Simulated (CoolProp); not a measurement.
Ethylene along the isotherm 301.3 K: fugacity coefficient from the reference equation and from simpler models built on Tc = 282.4 K, pc = 50.42 bar, ω = 0.087; each cubic takes its own stable root.

Values from CoolProp's reference Helmholtz-energy equation of state, Smukala 2000.

```csv
p (bar),phase,reference
1.68,gas,0.9908
3.36,gas,0.9817
5.04,gas,0.9726
6.72,gas,0.9635
8.4,gas,0.9545
10.1,gas,0.9453
11.8,gas,0.9363
13.4,gas,0.9277
15.1,gas,0.9187
16.8,gas,0.9097
18.5,gas,0.9007
20.2,gas,0.8917
21.8,gas,0.8833
23.5,gas,0.8744
25.2,gas,0.8655
```

Problem. How far does each simpler model (van der Waals, Soave-Redlich-Kwong) lie from the reference over these 15 states: mean and median of the absolute difference, and the worst?

Solution. 
- van der Waals: mean 0.6 %, median 0.6 %, worst +1.1 % at 301.3 K and 25.2 bar
- Soave-Redlich-Kwong: mean 0.1 %, median 0.1 %, worst -0.1 % at 301.3 K and 25.2 bar
